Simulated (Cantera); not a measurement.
An adiabatic, constant-pressure homogeneous reactor starts with 5.10 % CH₄, 20.0 % O₂, 74.9 % N₂, at 1725 K and 2030 Torr.

Model: GRI-Mech 3.0 (53 species, 325 reactions), integrated in Cantera.

x: mole fraction; the columns are a selection and need not sum to one.

```csv
t (s),T (K),x CH₄,x O₂,x CH₃,x NO,x OH,x CH₂O
6.00e-6,1725,0.0509,0.200,…,1.18e-12,8.13e-7,5.31e-6
1.90e-5,1725,0.0507,0.200,…,9.46e-12,3.30e-6,8.10e-5
6.00e-5,1775,0.0399,0.191,…,1.06e-9,0.000149,0.00242
0.000190,2615,<1e-12,0.0951,<1e-12,0.000676,0.0130,1.30e-11
0.000600,2618,<1e-12,0.0941,<1e-12,0.00278,0.0126,1.21e-11
0.00190,2610,<1e-12,0.0916,<1e-12,0.00798,0.0123,1.17e-11
0.00600,2600,<1e-12,0.0883,<1e-12,0.0149,0.0118,1.11e-11
0.0190,2597,<1e-12,0.0874,<1e-12,0.0169,0.0117,1.09e-11
0.0600,2597,<1e-12,0.0874,<1e-12,0.0169,0.0117,1.09e-11
0.190,2597,<1e-12,0.0874,<1e-12,0.0169,0.0117,1.09e-11
0.600,2597,<1e-12,0.0874,<1e-12,0.0169,0.0117,1.09e-11
```

Q: Fill in the missing entries.

A: 
- 6.00e-6, x CH₃: 4.36e-5
- 1.90e-5, x CH₃: 0.000210
- 6.00e-5, x CH₃: 0.00198
